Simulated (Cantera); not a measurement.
Cantera run, input and output.

```python
import numpy as np
import cantera as ct

gas = ct.Solution("gri30.yaml")
gas.TPX = 1000, 4400, {'N2O': 1, 'H2O': 0.024}
reactor = ct.IdealGasConstPressureReactor(gas, energy="off", clone=False)
net = ct.ReactorNet([reactor])
net.rtol, net.atol = 1e-08, 1e-18
show = ['N2O', 'H2O', 'NO', 'NO2', 'O', 'HO2', 'OH']
times = np.geomspace(2e-06, 200, 15)

steps = ct.SolutionArray(gas, extra=["t"])
rows = []
print(f"{'t/s':>10s}{'T/K':>9s}{'P/Pa':>11s}" + "".join(f"{s:>11s}" for s in show))
for t in times:
    while net.time < t:
        t_next = net.step()
        steps.append(gas.state, t=t_next)
    rows.append([np.interp(t, steps.t, y) for y in (steps.T, steps.P, *steps(*show).X.T)])
    print(f"{t:10.3e}{rows[-1][0]:9.1f}{rows[-1][1]:11.4g}" + "".join(f"{x:11.3e}" for x in rows[-1][2:]))
rate = np.gradient(steps.T, steps.t)
print("integrator steps:", len(steps.t))
if steps.T.max() > steps.T[0] + 200:
    print(f"time of steepest temperature rise: {steps.t[rate.argmax()]:.4e} s")
gas.TPX = 1000, 4400, {'N2O': 1, 'H2O': 0.024}
gas.equilibrate("TP")
print(f"equilibrium (TP): T = {gas.T:.1f} K  " + "  ".join(f"{s} {gas[s].X[0]:.3e}" for s in show))
```

Result:

```
       t/s      T/K       P/Pa        N2O        H2O         NO        NO2          O        HO2         OH
 2.000e-06   1000.0       4400  9.766e-01  2.344e-02  8.014e-14  2.468e-26  3.057e-10  3.988e-19  2.281e-14
 7.455e-06   1000.0       4400  9.766e-01  2.344e-02  1.113e-12  4.794e-24  1.129e-09  2.064e-17  3.168e-13
 2.779e-05   1000.0       4400  9.766e-01  2.344e-02  1.517e-11  8.909e-22  4.069e-09  1.061e-15  4.317e-12
 1.036e-04   1000.0       4400  9.766e-01  2.344e-02  1.929e-10  1.403e-19  1.344e-08  5.049e-14  5.485e-11
 3.861e-04   1000.0       4400  9.766e-01  2.344e-02  2.038e-09  1.596e-17  3.343e-08  2.110e-12  5.780e-10
 1.439e-03   1000.0       4400  9.766e-01  2.344e-02  1.381e-08  1.076e-15  4.595e-08  6.090e-11  3.871e-09
 5.365e-03   1000.0       4400  9.766e-01  2.344e-02  6.136e-08  1.369e-13  4.635e-08  1.096e-09  1.637e-08
 2.000e-02   1000.0       4400  9.766e-01  2.344e-02  2.387e-07  2.543e-11  4.634e-08  1.456e-08  5.327e-08
 7.455e-02   1000.0       4400  9.765e-01  2.344e-02  8.961e-07  3.544e-09  4.632e-08  1.322e-07  1.149e-07
 2.779e-01   1000.0       4400  9.764e-01  2.344e-02  3.133e-06  2.275e-07  4.626e-08  5.022e-07  1.849e-07
 1.036e+00   1000.0       4400  9.761e-01  2.343e-02  8.858e-06  3.657e-06  4.615e-08  5.045e-07  3.208e-07
 3.861e+00   1000.0       4400  9.748e-01  2.342e-02  2.385e-05  2.251e-05  4.558e-08  3.390e-07  4.367e-07
 1.439e+01   1000.0       4400  9.699e-01  2.339e-02  8.220e-05  8.620e-05  4.368e-08  2.125e-07  5.969e-07
 5.365e+01   1000.0       4400  9.523e-01  2.325e-02  3.918e-04  1.971e-04  4.063e-08  1.006e-07  8.455e-07
 2.000e+02   1000.0       4400  8.905e-01  2.276e-02  1.698e-03  2.746e-04  3.827e-08  3.617e-08  1.066e-06
integrator steps: 986
equilibrium (TP): T = 1000.0 K  N2O 5.643e-10  H2O 1.575e-02  NO 3.588e-05  NO2 5.045e-07  O 4.321e-10  HO2 2.365e-10  OH 1.117e-07
```

Computed with Cantera and GRI-Mech 3.0 (53 species, 325 reactions). GRI-Mech 3.0 was tuned for natural gas; its chemistry of N2O as a main component is partial and can be far from experiment. Radical loss at walls, strong at low pressure, is not modelled. The mechanism lacks the step 2 NO + O2 → 2 NO2, which can matter for NO2 below about 1400 K. The temperature is held fixed by assumption; the heat of reaction is taken as removed at once.
